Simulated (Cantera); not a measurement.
A perfectly stirred reactor is fed with H2 : O2 = 0.1 : 1 (molar parts), equivalence ratio 0.050, at 20.0 Torr; it is held at 1325 K, and followed from long to short residence time.

Model: GRI-Mech 3.0 (53 species, 325 reactions), integrated in Cantera. Radical loss at walls, strong at low pressure, is not modelled. The temperature is held fixed by assumption; the heat of reaction is taken as removed at once.

### Question
What does this change do: O2 1 to 0.12 parts?

### Answer
| quantity | before | after |
|---|---|---|
| x(H2) at τ = 12.0 s | 3.17e-5 | 0.000224 |
| x(O2) at τ = 12.0 s | 0.904 | 0.411 |
| x(H2O) at τ = 12.0 s | 0.0948 | 0.587 |
| x(H) at τ = 12.0 s | 9.99e-6 | 3.19e-5 |
| x(OH) at τ = 12.0 s | 0.000731 | 0.00151 |
| x(H2) at τ = 73.0 ms | 0.000773 | 0.00648 |
| x(O2) at τ = 73.0 ms | 0.893 | 0.405 |
| x(H2O) at τ = 73.0 ms | 0.0911 | 0.567 |
| x(H) at τ = 73.0 ms | 0.00146 | 0.00539 |
| x(OH) at τ = 73.0 ms | 0.00385 | 0.00826 |
